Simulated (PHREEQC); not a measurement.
Consider water at 25 °C with 2.4 mmol/kgw Na2CO3 and 0.034 mmol/kgw NaHCO3. Closed to the air; pH follows from the charge balance.

The numbers come from PHREEQC with the ion-association model, phreeqc.dat.

No solid was allowed to form.

**Question.** Order these C species by the share of C that they hold, largest first: NaCO3-, CO3-2, HCO3-.

**Answer.** CO3-2 (72 %), HCO3- (24 %), NaCO3- (4.5 %)

The pH is 10.70 and the ionic strength 0.00646 mol/kgw. Complexes and solids missing from the database can't appear.
